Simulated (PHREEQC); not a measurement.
A solution holds 0.33 mol/kgw NaBr, at 65 °C. Closed to the air; pH follows from the charge balance.

The numbers come from PHREEQC with the ion-association model, phreeqc.dat.

Each row changes one thing in this solution. Precipitation was switched off in this run.

```json
[
 {"case": "as made", "pH": "6.42", "ionic strength (mol/kgw)": "0.330"},
 {"case": "NaBr from 0.33 to 0.66 mol/kgw", "pH": "6.41", "ionic strength (mol/kgw)": "0.660"},
 {"case": "NaBr replaced by NaH2PO4 at the same molality", "pH": "4.37", "ionic strength (mol/kgw)": "0.332"},
 {"case": "temperature from 65 to 35 °C", "pH": "6.81", "ionic strength (mol/kgw)": "0.330"},
 {"case": "temperature from 65 to 15 °C", "pH": "7.14", "ionic strength (mol/kgw)": "0.330"}
]
```

At this temperature some constants are extrapolated from 25 °C, and those without enthalpy data are left unchanged.
